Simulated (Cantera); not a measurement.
# Si3N4 + H2O (nitride etching)

Charge: 1 mol Si3N4, 0.43 mol H2O, equilibrated at 0.133 bar.

These are equilibrium values from Cantera (NASA tables, ideal gas, pure condensed phases), not measurements of a reactor. Candidate condensed phases: H2O, Si, SiO2, Si2N2O, Si3N4; 35 gas species. Mutual solubility and eutectic melting of coexisting phases are not modelled. The tables' values for SiN are old estimates; treat these amounts as uncertain. Gases not in the tables: Si2H6 and higher silanes. Rates play no part.

```
T (K)  log p N2  log p H2  log p SiO  log p H  log p Si  log p SiH2  n Si2N2O(s)  n Si3N4(s)  n Si(l)
-----  --------  --------  ---------  -------  --------  ----------  -----------  ----------  -------
1073      -1.48     -1.00       <-12    -8.35      <-12        <-12        0.430       0.713        0
1173      -1.48     -1.00     -12.65    -7.43      <-12        <-12        0.430       0.713        0
1273      -1.48     -1.00     -10.61    -6.65      <-12      -11.75        0.430       0.713        0
1373      -1.48     -1.00      -8.88    -5.98    -12.10      -10.29        0.430       0.713        0
1473      -1.48     -1.00      -7.38    -5.40    -10.32       -9.03        0.430       0.713        0
1573      -1.48     -1.00      -6.08    -4.89     -8.76       -7.94        0.430       0.713        0
1673      -1.48     -1.00      -4.94    -4.44     -7.40       -6.97        0.430       0.713        0
1773      -1.48     -1.00      -3.93    -4.05     -6.19       -6.12        0.429       0.714        0
1873      -1.48     -1.00      -3.03    -3.69     -5.11       -5.37        0.426       0.715        0
1973      -0.99     -1.57      -2.36    -3.66     -4.50       -5.62        0.359           0     2.21
```
log p: log10 of the partial pressure in bar; n: condensed amount in mol.

From 1073 K to 1873 K the condensed part is Si2N2O(s) + Si3N4(s). At 1973 K the condensed part is Si(l) + Si2N2O(s).
